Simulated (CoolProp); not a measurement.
Vapour-liquid equilibrium of ethane (1) + propane (2) at -3.75 °C; x and y are mole fractions of (1).

Model: multi-fluid Helmholtz-energy mixture model, Bücker 2006 and Lemmon 2009; pair parameters Kunz 2012, in CoolProp.

```json
[
 {"x": "0.05", "bubble pressure, mixture model (MPa)": "0.4958", "bubble pressure, Raoult's law (MPa)": "0.5102", "y, mixture model": "0.174", "y, Raoult's law": "0.213"},
 {"x": "0.2", "bubble pressure, mixture model (MPa)": "0.7172", "bubble pressure, Raoult's law (MPa)": "0.7734", "y, mixture model": "…", "y, Raoult's law": "0.563"},
 {"x": "0.35", "bubble pressure, mixture model (MPa)": "0.9469", "bubble pressure, Raoult's law (MPa)": "1.037", "y, mixture model": "0.664", "y, Raoult's law": "0.735"},
 {"x": "0.5", "bubble pressure, mixture model (MPa)": "1.192", "bubble pressure, Raoult's law (MPa)": "1.300", "y, mixture model": "…", "y, Raoult's law": "0.838"},
 {"x": "0.65", "bubble pressure, mixture model (MPa)": "1.457", "bubble pressure, Raoult's law (MPa)": "1.563", "y, mixture model": "…", "y, Raoult's law": "0.905"},
 {"x": "0.8", "bubble pressure, mixture model (MPa)": "…", "bubble pressure, Raoult's law (MPa)": "1.826", "y, mixture model": "…", "y, Raoult's law": "0.954"},
 {"x": "0.95", "bubble pressure, mixture model (MPa)": "2.064", "bubble pressure, Raoult's law (MPa)": "2.090", "y, mixture model": "0.984", "y, Raoult's law": "0.990"}
]
```

Question: Fill in the missing entries.

Answer: 
- 0.2, y, mixture model: 0.488
- 0.5, y, mixture model: 0.780
- 0.65, y, mixture model: 0.864
- 0.8, bubble pressure, mixture model (MPa): 1.746
- 0.8, y, mixture model: 0.930

The largest gap from Raoult's law is -8.7 % in bubble pressure, at x = 0.35. No azeotrope shows between x = 0.05 and 0.95.

The pair parameters rest on a limited set of measurements; away from them the model extrapolates.
